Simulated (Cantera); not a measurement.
A perfectly stirred reactor is fed with CH₄ : N₂ = 1 : 110 (molar parts), at 1.20 Torr; it is held at 1475 K, and followed from long to short residence time.

Cantera simulation using GRI-Mech 3.0 (53 species, 325 reactions); the numbers are that mechanism's predictions, not measurements. GRI-Mech 3.0 stops at C3 and has no aromatics, soot or wall deposition, so with more carbon than oxygen in the feed, carbon stays in small species such as C2H2 where larger ones or solid carbon would form. Radical loss at walls, strong at low pressure, is not modelled.

Task: What does this change do: temperature 1475 to 1600 K?

Result: 
| quantity | before | after |
|---|---|---|
| x(CH₄) at τ = 17.0 s | 0.00819 | 0.00463 |
| x(HCN) at τ = 17.0 s | 3.12e-9 | 7.38e-7 |
| x(H) at τ = 17.0 s | 6.13e-7 | 1.04e-5 |
| x(C₂H) at τ = 17.0 s | 2.49e-10 | 1.11e-8 |
| x(CH₂) at τ = 17.0 s | 1.70e-8 | 1.47e-7 |
| x(CH₄) at τ = 0.210 s | 0.00901 | 0.00900 |
| x(HCN) at τ = 0.210 s | <1e-12 | 1.70e-12 |
| x(H) at τ = 0.210 s | 1.08e-8 | 8.95e-8 |
| x(C₂H) at τ = 0.210 s | <1e-12 | <1e-12 |
| x(CH₂) at τ = 0.210 s | 8.23e-12 | 9.97e-10 |
